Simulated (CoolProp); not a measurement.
Properties of n-perfluorohexane along the isotherm 176.85 °C (Tc = 174.9 °C, pc = 1.742 MPa, ω = 0.497).

Computed with CoolProp (reference Helmholtz-energy equation of state, Gao 2022).

| p (MPa) | phase | density (kg/m³) | cp (kJ/(kg K)) | speed of sound (m/s) | fugacity coefficient |
|---|---|---|---|---|---|
| 0.0551 | gas | 5.034 | 1.009 | (withheld) | 0.9891 |
| 0.0858 | gas | 7.888 | 1.011 | 104.8 | 0.9831 |
| 0.134 | gas | 12.44 | 1.013 | 103.8 | 0.9736 |
| 0.208 | gas | 19.63 | 1.016 | 102.2 | 0.9591 |
| 0.324 | gas | 31.39 | 1.022 | 99.66 | 0.9364 |
| 0.504 | gas | 51.05 | 1.034 | 95.41 | 0.9015 |
| 0.785 | gas | 86.24 | 1.060 | 87.91 | 0.8475 |
| 1.22 | gas | 159.5 | (withheld) | 73.28 | 0.7639 |
| 1.9 | supercritical | 842.3 | 2.612 | 53.39 | 0.6185 |
| 2.96 | supercritical | 1063 | 1.375 | 123.5 | (withheld) |
| 4.61 | supercritical | 1158 | 1.270 | 175.6 | 0.3210 |
| 7.18 | supercritical | 1234 | 1.222 | 228.9 | 0.2502 |
| 11.2 | supercritical | 1305 | 1.193 | (withheld) | 0.2134 |
| 17.4 | supercritical | 1375 | 1.175 | 353.9 | 0.2085 |

### Question
What belongs in the gaps?

### Answer

- 0.0551, speed of sound (m/s): 105.4
- 1.22, cp (kJ/(kg K)): 1.149
- 2.96, fugacity coefficient: 0.4374
- 11.2, speed of sound (m/s): 287.8

The peak of cp marks the crossing from liquid-like to gas-like fluid above the critical point.
